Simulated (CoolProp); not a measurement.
Saturation properties of C3F8 (R218).

Computed with CoolProp (reference Helmholtz-energy equation of state, Lemmon 2006). It is a short technical equation, of lower accuracy than the large ones.

```tsv
T (K)	p (kPa)	vapour density (kg/m³)	liquid cp (kJ/(kg K))	liquid viscosity (µPa s)	liquid conductivity (mW/(m K))
188.6	5.970	0.7214	0.8806	1100	74.2
194.7	9.412	1.105	0.8915	958	72.7
200.8	14.36	1.640	0.9027	840	71.3
206.9	21.26	2.367	0.9142	742	69.8
213	30.64	3.333	0.9260	659	68.2
219.1	43.12	4.588	0.9382	588	66.6
225.2	59.36	6.191	0.9508	527	65.0
231.3	80.11	8.206	0.9639	474	63.4
237.4	106.2	10.70	0.9774	428	61.8
```

It boils at 236.4 K under 1 atm.

Viscosity comes from a separate model (Huber 2003), an estimate that may be off by 10 % or more. Thermal conductivity comes from a separate model (Huber 2003), an estimate that may be off by 10 % or more.
